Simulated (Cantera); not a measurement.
Charge: 1 mol Si, 1.1 mol HBr, 28 mol N2, at 1352 °C and 20.0 mbar.

Equilibrium computed with Cantera from the NASA thermochemical tables; the gas is ideal and each condensed phase is pure. Candidate condensed phases: Br2, Si, Si3N4; 28 gas species. The tables' values for SiBr3, SiBr are old estimates; treat these amounts as uncertain. The numbers say what is thermodynamically allowed, not how fast it happens.

Base state: N2 0.959, HBr 0.0180, H2 0.0102, SiBr2 0.00721, Br 0.00578, SiBr3 5.18e-5, H 5.03e-5, SiBr 1.71e-5 (mole fractions); condensed: Si3N4(s).

Question: What changes in the equilibrium state with this change: temperature from 1352 °C to 1027 °C?

Answer: 
```csv
species,before,after
N2,0.959,0.962
HBr,0.0180,0.0329
H2,0.0102,0.00289
SiBr2,0.00721,0.000630
SiBr4,4.74e-6,0.000757
SiBr,1.71e-5,4.36e-9
H,5.03e-5,4.20e-7
Br,0.00578,0.00115
SiBr3,5.18e-5,0.000107
"Si3N4(s), mol",0.264,0.319
```
N2 is the only nitrogen source here; it is nearly inert below about 1500 K, so the nitride shown seldom forms there in practice. The tables' values for SiBr3 are old estimates; treat these amounts as uncertain.

Question: What changes in the equilibrium state with this change: N2 from 28 to 0.51 mol?

Answer: 
| species | before | after |
|---|---|---|
| H2 | 0.0102 | 0.321 |
| SiBr2 | 0.00721 | 0.301 |
| HBr | 0.0180 | 0.279 |
| N2 | 0.959 | 0.0746 |
| Br | 0.00578 | 0.0160 |
| SiHBr3 | 2.65e-7 | 0.000171 |
| SiBr4 | 4.74e-6 | 0.00151 |
| SiBr3 | 5.18e-5 | 0.00597 |
| Si3N4(s), mol | 0.264 | 0.210 |

Question: What changes in the equilibrium state with this change: temperature from 1352 °C to 1252 °C?

Answer: 
```
species         before    after
-------------  -------  -------
N2               0.959    0.959
HBr             0.0180   0.0239
H2              0.0102  0.00728
SiBr2          0.00721  0.00495
SiBr           1.71e-5  2.23e-6
SiBr4          4.74e-6  2.98e-5
H              5.03e-5  1.43e-5
Si3N4(s), mol    0.264    0.285
```
The tables' values for SiBr3 are old estimates; treat these amounts as uncertain.
